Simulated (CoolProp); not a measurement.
The numbers come from the reference Helmholtz-energy equation of state, Lemmon 2005 in CoolProp. It is a short technical equation, of lower accuracy than the large ones.

**Question.** For isobutene, give the phase and the cp (kJ/(kg K)), speed of sound (m/s) at 309.9 K and 0.101 MPa; 320.3 K and 0.101 MPa; 330.7 K and 0.101 MPa.

**Answer.** 
- 309.9 K and 0.101 MPa: gas; cp 1.67, speed of sound 220
- 320.3 K and 0.101 MPa: gas; cp 1.70, speed of sound 224
- 330.7 K and 0.101 MPa: gas; cp 1.74, speed of sound 228
